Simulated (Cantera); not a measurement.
## NO annealing gas

A perfectly stirred reactor is fed with NO : N2 = 1 : 15 (molar parts), at 120 Torr; it is held at 1925 K, and followed from long to short residence time.

Cantera simulation using GRI-Mech 3.0 (53 species, 325 reactions); the numbers are that mechanism's predictions, not measurements.

```csv
τ (s),x NO,x O,x O2,x N2O,x N2,x NO2
2.5,0.0582,5.16e-5,0.00210,1.49e-6,0.940,5.31e-6
0.94,0.0610,3.83e-5,0.000708,1.64e-6,0.938,4.06e-6
0.35,0.0620,3.16e-5,0.000236,1.69e-6,0.938,3.36e-6
0.13,0.0623,2.66e-5,7.31e-5,1.67e-6,0.938,2.84e-6
0.051,0.0624,2.01e-5,1.96e-5,1.61e-6,0.938,2.16e-6
0.019,0.0625,1.10e-5,3.18e-6,1.43e-6,0.938,1.18e-6
0.0073,0.0625,4.33e-6,3.89e-7,1.11e-6,0.938,4.50e-7
```
x: mole fraction; the columns are a selection and need not sum to one.
